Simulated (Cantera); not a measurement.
A perfectly stirred reactor is fed with 0.196 % CO, 1.76 % O₂, 0.0304 % H₂O, 98.0 % N₂, equivalence ratio 0.056, at 0.140 bar; it is held at 1273 K, and followed from long to short residence time.

Computed with Cantera and GRI-Mech 3.0 (53 species, 325 reactions).

One state of this run: x CO = 0.00142; x O₂ = 0.0172; x H₂O = 0.000277; x OH = 2.64e-5; x NO = 1.59e-8. x: mole fraction; the columns are a selection and need not sum to one.

Q: Which value of τ (s) does it belong to?
A. 0.036
B. 0.0013
C. 0.33
D. 0.012

A: A, 0.036
